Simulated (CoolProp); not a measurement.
Model: reference Helmholtz-energy equation of state, Akasaka 2022, in CoolProp.

Task: For R1233zd(E), give the phase and the density (kg/m³), cv (kJ/(kg K)), Joule-Thomson coefficient (K/MPa), expansivity (1/kK) at 358.5 K and 1280 kPa; 358.5 K and 3840 kPa; 358.5 K and 12800 kPa.

Result: 
- 358.5 K and 1280 kPa: liquid; density 1100, cv 0.900, Joule-Thomson coefficient 0.0311, expansivity 2.92
- 358.5 K and 3840 kPa: liquid; density 1120, cv 0.898, Joule-Thomson coefficient -0.0405, expansivity 2.62
- 358.5 K and 12800 kPa: liquid; density 1160, cv 0.896, Joule-Thomson coefficient -0.183, expansivity 2.04
